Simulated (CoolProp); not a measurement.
The numbers come from the reference Helmholtz-energy equation of state, Thol 2021 in CoolProp.

Task: For chlorine, give the phase and the Z, cp (kJ/(kg K)), cv (kJ/(kg K)), Joule-Thomson coefficient (K/MPa) at 42.05 °C and 81 bar.

Result: 
- 42.05 °C and 81 bar: liquid; Z 0.161, cp 0.988, cv 0.483, Joule-Thomson coefficient -0.210
